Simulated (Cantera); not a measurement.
Feed: 1 mol CO, 1.5 mol CO₂, 0.013 mol NH₃, equilibrated at 1400 K and 13.3 mbar.

Cantera equilibrium calculation (NASA polynomials, part measured and part estimated; ideal gas, pure solids and liquids). Candidate condensed phases: C, C₆H₆, C₇H₈, C₈H₁₈, H₂O; 136 gas species. The numbers say what is thermodynamically allowed, not how fast it happens.

Base state: CO₂ 0.588, CO 0.402, H₂O 0.00587, N₂ 0.00257, H₂ 0.00185 (mole fractions); condensed: gas only.

Q: What changes in the equilibrium state with this change: temperature from 1400 K to 2448.15 K?

A: 
```csv
species,before,after
CO,0.402,0.487
CO₂,0.588,0.432
O₂,<1e-9,0.0458
O,<1e-9,0.0207
NO,1.12e-9,0.000509
OH,1.14e-7,0.00405
H,1.81e-6,0.00387
H₂,0.00185,0.000504
H₂O,0.00587,0.00271
```

Q: What changes in the equilibrium state with this change: CO replaced by C₂H₄?

A: 
```csv
species,before,after
CO,0.402,0.597
H₂,0.00185,0.402
N₂,0.00257,0.00129
CO₂,0.588,8.15e-6
HCN,<1e-9,1.13e-5
H₂O,0.00587,1.19e-5
H,1.81e-6,2.67e-5
"C(graphite), mol",0,0.500
```
